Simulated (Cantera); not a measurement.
C₂F₆ + H₂ (fluorocarbon and chlorocarbon gases)

Charge: 1 mol C₂F₆, 4.7 mol H₂.

Method: chemical equilibrium by Gibbs-energy minimisation in Cantera with the NASA 1993 tables (ideal gas, pure condensed phases). Candidate condensed phases: C, C₆H₆, C₇H₈, C₈H₁₈; 95 gas species. The feed counts by its element totals alone. Equilibrium is a limit: real reactors are often held back by kinetics, nucleation or transport.

### Question
Map the stable condensed phases over T = 1902, 1952, 2002, 2052, 2102, 2152, 2202, 2252, 2302, 2352, 2402, 2452, 2502 °C and P in Pa = 1, 4.2, 18, 75, 320, 1300, 5600, 24000, 100000.

### Answer
```
T in °C \ P in Pa
              1    4.2     18     75    320   1300   5600  24000 100000
   2502       A      A      A      B      B      B      B      B      B
   2452       A      A      A      B      B      B      B      B      B
   2402       A      A      B      B      B      B      B      B      B
   2352       A      A      B      B      B      B      B      B      B
   2302       A      B      B      B      B      B      B      B      B
   2252       A      B      B      B      B      B      B      B      B
   2202       B      B      B      B      B      B      B      B      B
   2152       B      B      B      B      B      B      B      B      B
   2102       B      B      B      B      B      B      B      B      B
   2052       B      B      B      B      B      B      B      B      B
   2002       B      B      B      B      B      B      B      B      B
   1952       B      B      B      B      B      B      B      B      B
   1902       B      B      B      B      B      B      B      B      B
```
A: gas only; B: C.
